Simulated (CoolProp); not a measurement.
Vapour pressure (bar) of R22: the reference equation beside estimates from Tc = 96.1 °C, pc = 49.90 bar, ω = 0.221. Clausius-Clapeyron is anchored at -74.35 °C with a constant enthalpy of vaporisation of 21.93 kJ/mol.

Computed with CoolProp (reference Helmholtz-energy equation of state, Kamei 1995).

```tsv
T (°C)	reference	Lee-Kesler	Clausius-Clapeyron	van der Waals	Redlich-Kwong
-99.25	0.02155	0.02057	0.02301	0.9134	0.04713
-90.95	0.04451	0.04255	0.04592	1.266	0.09347
-82.65	0.08541	0.08196	0.08628	1.708	0.1719
-74.35	0.1538	0.1484	0.1538	2.249	0.2966
-66.05	0.2621	0.2544	0.2617	2.902	0.4843
-57.85	0.4236	0.4136	0.4251	3.665	0.7507
-49.55	0.6604	0.6487	0.6699	4.567	1.123
-41.25	0.9925	0.9803	1.022	5.610	1.623
-32.95	1.444	1.433	1.514	6.803	2.273
-24.65	2.043	2.036	2.184	8.153	3.099
-16.35	2.817	2.816	3.078	9.670	4.125
-8.05	3.799	3.805	4.246	11.36	5.378
```

Absolute difference from the reference over all 12 rows, mean and median: Lee-Kesler 2.2 and 2.1 %, Clausius-Clapeyron 4.1 and 3.1 %, van der Waals 1173.9 and 678.4 %, Redlich-Kwong 76.3 and 73.6 %.
